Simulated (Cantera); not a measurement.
Feed: 1 mol KCl, 0.4 mol H2, 29 mol N2, held at 17000 Pa.

These are equilibrium values from Cantera (NASA tables, ideal gas, pure condensed phases), not measurements of a reactor. Candidate condensed phases: K, KCl, NH4Cl; 17 gas species. The numbers say what is thermodynamically allowed, not how fast it happens.

Problem. Which condensed phases are stable at each of these points (T (°C)): 550, 650, 750, 850, 950, 1050, 1150, 1250, 1350, 1450, 1550, 1650, 1750, 1850?

Solution. 
| T (°C) | condensed phases | K condensed (%) |
|---|---|---|
| 550 | KCl(s) | 100.0 |
| 650 | KCl(s) | 99.5 |
| 750 | KCl(s) | 92.5 |
| 850 | KCl(l) | 46.7 |
| 950 | gas only | 0.0 |
| 1050 | gas only | 0.0 |
| 1150 | gas only | 0.0 |
| 1250 | gas only | 0.0 |
| 1350 | gas only | 0.0 |
| 1450 | gas only | 0.0 |
| 1550 | gas only | 0.0 |
| 1650 | gas only | 0.0 |
| 1750 | gas only | 0.0 |
| 1850 | gas only | 0.0 |

From 550 °C to 750 °C the condensed part is KCl(s). At 850 °C the condensed part is KCl(l). From 950 °C to 1850 °C nothing is condensed.
